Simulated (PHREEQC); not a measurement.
Buffer (model solution)

Make-up at 60 °C: 0.0015 mol/kgw NaH2PO4, 0.058 mol/kgw NH3 and 4.4e-05 mol/kgw KCl. Closed to the air; pH follows from the charge balance.

Model: ion-association model, wateq4f.dat, run in PHREEQC.

This is a speciation only: nothing precipitates in the calculation.

Task: What pH does the model give?

Result: pH 9.75.

Task: In which forms is N present?

Result: NH3 96 %, NH4+ 3.6 % of the N.

Complexes and solids missing from the database can't appear. H3PO4, which wateq4f.dat lacks, is added to it with the constant of phreeqc.dat. Constants without temperature data keep their 25 °C values here.
